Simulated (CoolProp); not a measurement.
Isopentane at several states: fugacity coefficient from the reference equation and from simpler models built on Tc = 187.2 °C, pc = 3.378 MPa, ω = 0.227; each cubic takes its own stable root.

Computed with CoolProp (reference Helmholtz-energy equation of state, Lemmon 2006). It is a short technical equation, of lower accuracy than the large ones.

```
T (°C)   p (MPa)   phase  reference  van der Waals  Redlich-Kwong  Peng-Robinson
-------  -------  ------  ---------  -------------  -------------  -------------
-81.35    0.0931  liquid   0.001789         0.2601       0.004421       0.002020
-35.05    0.0355  liquid     0.1633         0.9860         0.3375         0.1690
-134.25    0.269  liquid   3.226e-7       0.004420       6.912e-7       5.075e-7
-132.25     2.81  liquid   5.688e-8      0.0006959       1.278e-7       8.742e-8
181.85    0.0347     gas     0.9963         0.9969         0.9964         0.9960
```

At some of these states van der Waals gives the other phase, because its saturation line lies elsewhere.
